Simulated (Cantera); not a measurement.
A perfectly stirred reactor is fed with CH₄ : H₂ = 1 : 1.8 (molar parts), at 18.8 Torr; it is held at 1900 K, and followed from long to short residence time.

Model: GRI-Mech 3.0 (53 species, 325 reactions), integrated in Cantera. GRI-Mech 3.0 stops at C3 and has no aromatics, soot or wall deposition, so with more carbon than oxygen in the feed, carbon stays in small species such as C2H2 where larger ones or solid carbon would form. Radical loss at walls, strong at low pressure, is not modelled.

Task: What does this change do: H2 1.8 to 0.32 parts?

Result: 
```tsv
quantity	before	after
x(CH₄) at τ = 15.0 s	0.00274	0.00337
x(H₂) at τ = 15.0 s	0.862	0.778
x(C₂H₆) at τ = 15.0 s	6.98e-8	1.14e-7
x(CH₃) at τ = 15.0 s	0.000279	0.000356
x(C₂H₂) at τ = 15.0 s	0.130	0.214
x(CH₄) at τ = 0.120 s	0.0504	0.0682
x(H₂) at τ = 0.120 s	0.832	0.731
x(C₂H₆) at τ = 0.120 s	1.26e-5	2.29e-5
x(CH₃) at τ = 0.120 s	0.00307	0.00405
x(C₂H₂) at τ = 0.120 s	0.111	0.194
```

Task: What does this change do: temperature 1900 to 1150 K?

Result: 
```csv
quantity,before,after
x(CH₄) at τ = 15.0 s,0.00274,0.357
x(H₂) at τ = 15.0 s,0.862,0.643
x(C₂H₆) at τ = 15.0 s,6.98e-8,3.17e-6
x(CH₃) at τ = 15.0 s,0.000279,1.18e-6
x(C₂H₂) at τ = 15.0 s,0.130,1.30e-7
x(CH₄) at τ = 0.120 s,0.0504,0.357
x(H₂) at τ = 0.120 s,0.832,0.643
x(C₂H₆) at τ = 0.120 s,1.26e-5,6.15e-10
x(CH₃) at τ = 0.120 s,0.00307,1.08e-7
x(C₂H₂) at τ = 0.120 s,0.111,<1e-12
```
